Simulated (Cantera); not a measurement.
A closed system holds: 1 mol Al(CH3)3, 4.4 mol N2O, 2.4 mol N2, held at 1277 °C and 0.000300 bar.

These are equilibrium values from Cantera (NASA tables, ideal gas, pure condensed phases), not measurements of a reactor. Candidate condensed phases: Al, AlN, Al2O3, C, C6H6, C7H8, C8H18, H2O; 148 gas species. The feed counts by its element totals alone. Mutual solubility and eutectic melting of coexisting phases are not modelled. Kinetics and transport are ignored.

Base state: N2 0.474, H2 0.315, CO 0.210, H 0.00102, Al 8.97e-5, HCN 2.69e-5 (mole fractions); condensed: AlN(s) + Al2O3(s).

Question: What changes in the equilibrium state with this change: temperature from 1277 °C to 1650 °C?

Answer: 
| species | before | after |
|---|---|---|
| N2 | 0.474 | 0.466 |
| H2 | 0.315 | 0.294 |
| CO | 0.210 | 0.206 |
| H | 0.00102 | 0.0295 |
| Al | 8.97e-5 | 0.00381 |
| HCN | 2.69e-5 | 1.28e-7 |
| H2O | 5.14e-7 | 9.10e-5 |
| AlOH | 2.23e-7 | 3.15e-5 |
| CO2 | 1.23e-7 | 1.48e-5 |
| AlN(s), mol | 0.0650 | 0 |
| Al2O3(s), mol | 0.467 | 0.463 |
The tables' values for AlOH are old estimates; treat these amounts as uncertain.
